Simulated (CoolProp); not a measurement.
Values from CoolProp's reference Helmholtz-energy equation of state, Tillner-Roth 1997.

Problem. For CH2F2 (R32), give the phase and the cv (kJ/(kg K)), speed of sound (m/s), conductivity (mW/(m K)) at 31.65 °C and 3.53 MPa.

Solution. 
- 31.65 °C and 3.53 MPa: liquid; cv 0.962, speed of sound 538, conductivity 130

Thermal conductivity comes from a separate model (Huber 2003), an estimate that may be off by 10 % or more.
